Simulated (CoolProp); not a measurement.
Vapour-liquid equilibrium of R125 (1) + R152A (2) at 29.5 kPa; x and y are mole fractions of (1).

Model: multi-fluid Helmholtz-energy mixture model, Lemmon 2005 and Outcalt 1996; pair parameters Bell 2016, in CoolProp.

Task: Give the bubble temperature and the first vapour's composition at x = 0.05, 0.5, 0.65. Is there an azeotrope?

Result: x = 0.05: -50.8 °C, y = 0.155; x = 0.5: -62.2 °C, y = 0.771; x = 0.65: -64.9 °C, y = 0.868. No azeotrope shows between x = 0.05 and 0.95.

The pair parameters rest on a limited set of measurements; away from them the model extrapolates. The gap from Raoult's law changes sign with composition, which may be real or a fault of the pair parameters; it wasn't checked against measurements.
